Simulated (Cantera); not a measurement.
## Pyrogenic steam for wet oxidation

An isothermal, constant-pressure homogeneous reactor starts with H₂ : O₂ : N₂ = 0.76 : 1 : 0.76 (molar parts), at 1423 K and 82.5 Torr.

Detailed kinetics in Cantera: GRI-Mech 3.0 (53 species, 325 reactions). The temperature is held fixed by assumption; the heat of reaction is taken as removed at once.

```tsv
t (s)	x H₂	x O₂	x H₂O₂	x NO₂	x NO
0.000400	0.0191	0.269	1.92e-6	6.25e-10	9.11e-6
0.00103	0.00591	0.283	1.55e-6	2.27e-9	1.18e-5
0.00265	0.000794	0.288	6.17e-7	1.03e-8	1.21e-5
0.00684	0.000112	0.289	2.02e-7	2.25e-8	1.21e-5
0.0176	2.29e-5	0.290	7.07e-8	2.43e-8	1.21e-5
0.0454	6.28e-6	0.290	2.70e-8	2.15e-8	1.21e-5
0.117	2.27e-6	0.290	1.24e-8	2.46e-8	1.21e-5
0.301	1.36e-6	0.290	8.57e-9	3.10e-8	1.21e-5
0.776	1.28e-6	0.290	8.24e-9	3.21e-8	1.21e-5
2.00	1.28e-6	0.290	8.23e-9	3.21e-8	1.21e-5
```
x: mole fraction; the columns are a selection and need not sum to one.

Equilibrium at this temperature and pressure: H₂ 1.28e-6, O₂ 0.289, H₂O₂ 8.23e-9, NO₂ 1.73e-6, NO 0.000651 (gas phase only).
